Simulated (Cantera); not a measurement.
Boron, boron nitride and boron oxide: BCl3 + H2

Feed: 1 mol BCl3, 5.4 mol H2, at 1400 °C and 0.150 bar.

Method: chemical equilibrium by Gibbs-energy minimisation in Cantera with the NASA 1993 tables (ideal gas, pure condensed phases). Candidate condensed phases: B; 13 gas species. The tables' values for BCl2, BCl, BH2 are old estimates; treat these amounts as uncertain. Gases not in the tables: BHCl2. Rates play no part.

x(H2): 0.631
x(HCl): 0.329
x(BCl3): 0.0356
x(BCl2): 0.00225
x(BCl): 0.00167
x(H): 0.000234
x(Cl): 9.51e-5
x(BH2): 3.09e-5
x(BH3): 2.49e-6
n(B(s)): 0.732 mol
gas amount: 6.786 mol
